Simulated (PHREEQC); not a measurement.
Synthetic water in mg/L, 25 °C, pH 6.97, pe 12: Na 0.163; K 4.44; Ca 0.587; Mg 0.414; Cl 3.18; S(6) as SO4 2.71; Alkalinity as HCO3 2.41; Br 0.00788; Ni 0.0368; Pb 1.2; Zn 0.0118; Ba 0.241.

Valence states are taken as typed.

Equilibrium calculation in PHREEQC: ion-association model, wateq4f.dat.

This is a speciation only: nothing precipitates in the calculation.

Problem. Order these C species by the share of C that they hold, largest first: NiCO3, PbHCO3+, PbCO3, HCO3-, CO2.

Solution. HCO3- (79 %), CO2 (19 %), PbCO3 (2.2 %), PbHCO3+ (0.23 %), NiCO3 (0.13 %)

The pH is 6.97 and the ionic strength 0.000256 mol/kgw. Saturation is exceeded, for instance for Pb(OH)2; the values hold only as long as no solid forms. Complexes and solids missing from the database can't appear.
